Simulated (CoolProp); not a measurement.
The numbers come from the reference Helmholtz-energy equation of state, McLinden 2015 in CoolProp.

Q: For the fluoroketone C6F12O (FK-5-1-12), give the phase and the Z, cv (kJ/(kg K)), Joule-Thomson coefficient (K/MPa), isothermal compressibility (1/MPa) at 396.2 K and 0.208 MPa; 396.2 K and 0.519 MPa.

A: 
- 396.2 K and 0.208 MPa: gas; Z 0.939, cv 0.934, Joule-Thomson coefficient 12.4, isothermal compressibility 5.13
- 396.2 K and 0.519 MPa: gas; Z 0.834, cv 0.948, Joule-Thomson coefficient 15.3, isothermal compressibility 2.38
